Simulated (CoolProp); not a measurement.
The fluid at 293.15 K and 0.216 MPa expands adiabatically to 0.0233 MPa with isentropic efficiency 0.8. The same conditions are run with several fluids, on thermodynamics alone (safety and materials aside).

Model: reference Helmholtz-energy equation of state of each fluid (CH2F2 (R32): Tillner-Roth 1997; R134a: Tillner-Roth 1994; R227EA: Lemmon 2016; ethylene: Smukala 2000; hydrogen chloride: Thol 2018), in CoolProp.

**Question.** Rank CH2F2 (R32), R134a, R227EA, ethylene, hydrogen chloride by work (kJ/kg), highest first.

**Answer.** ethylene (122), hydrogen chloride (87.3), CH2F2 (R32) (65.5), R134a (36.8), R227EA (22.9)

```json
[
 {"fluid": "CH2F2 (R32)", "final temperature (K)": "203.2", "final density (kg/m³)": "0.728"},
 {"fluid": "R134a", "final temperature (K)": "241.5", "final density (kg/m³)": "1.20"},
 {"fluid": "R227EA", "final temperature (K)": "259.2", "final density (kg/m³)": "1.86"},
 {"fluid": "ethylene", "final temperature (K)": "202.7", "final density (kg/m³)": "0.390"},
 {"fluid": "hydrogen chloride", "final temperature (K)": "181.7", "final density (kg/m³)": "0.567"}
]
```
